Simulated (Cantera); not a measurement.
A closed system holds: 1 mol SiH4, 2.2 mol N2O, 1.7 mol N2, 2.9 mol CO2, held at 673.15 K and 7.50 Torr.

Equilibrium computed with Cantera from the NASA thermochemical tables; the gas is ideal and each condensed phase is pure. Kinetics and transport are ignored.

```tsv
species	before	after
N2	0.446	0.443
CO2	0.283	0.217
H2O	0.0749	0.136
CO	0.0456	0.113
H2	0.147	0.0916
CH4	0.00321	1.25e-9
SiO2(α-quartz), mol	1.00	0
SiO2(β-quartz), mol	0	1.00
```
Gas species are given as mole fractions.

Q: Name the change that produced these shifts.
A) temperature from 673.15 K to 1025 K
B) SiH4 replaced by HMDSO
C) N2O from 2.2 to 14 mol
D) N2O from 2.2 to 1 mol

A: A, temperature from 673.15 K to 1025 K
